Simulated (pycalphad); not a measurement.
Source of the numbers: pycalphad with the COST 507 light-alloy database (1999); pressure 1 atm. No gas phase is included, though pure Al would boil below 2777 °C. The database dates from 1999; later assessments differ in places, in temperatures and in the compounds included. Phase fractions are per mole of atoms.

### Question
Give the equilibrium state of Al-28.06C (wt.%) at 1077 °C.

### Answer
```
T = 1350.00 K, P = 101325 Pa, N = 1 mol of atoms
G = -66285 J/mol, H = -4874 J/mol, S = 45.49 J/(mol K)  (SER reference)
chemical potentials (J/mol): Al -104702, C -22439
phase             fraction      x(Al)       x(C)
AL4C3               0.9327     0.5714     0.4286
GRAPHITE            0.0673       none     1.0000
```

### Question
Give the equilibrium state of Al-28.06C (wt.%) at 2777 °C.

### Answer
```
T = 3050.00 K, P = 101325 Pa, N = 1 mol of atoms
G = -183425 J/mol, H = 135063 J/mol, S = 104.42 J/(mol K)  (SER reference)
chemical potentials (J/mol): Al -261040, C -94840
phase             fraction      x(Al)       x(C)
LIQUID              0.9200     0.5794     0.4206
GRAPHITE            0.0800       none     1.0000
```

Database names, with the compositions (at.%) that they take in these runs: AL4C3: Al 57 C 43. An entry "none" or "no" means that the model of the phase leaves that element out.
